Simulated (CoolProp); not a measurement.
Computed with CoolProp (reference Helmholtz-energy equation of state, Gao 2016).

Problem. For sulfur dioxide, give the phase and the speed of sound (m/s), isothermal compressibility (1/MPa), fugacity coefficient at 101.45 °C and 2.71 MPa; 101.45 °C and 5.14 MPa; 101.45 °C and 9.74 MPa.

Solution. 
- 101.45 °C and 2.71 MPa: gas; speed of sound 208, isothermal compressibility 0.531, fugacity coefficient 0.807
- 101.45 °C and 5.14 MPa: liquid; speed of sound 548, isothermal compressibility 0.00605, fugacity coefficient 0.462
- 101.45 °C and 9.74 MPa: liquid; speed of sound 605, isothermal compressibility 0.00464, fugacity coefficient 0.265
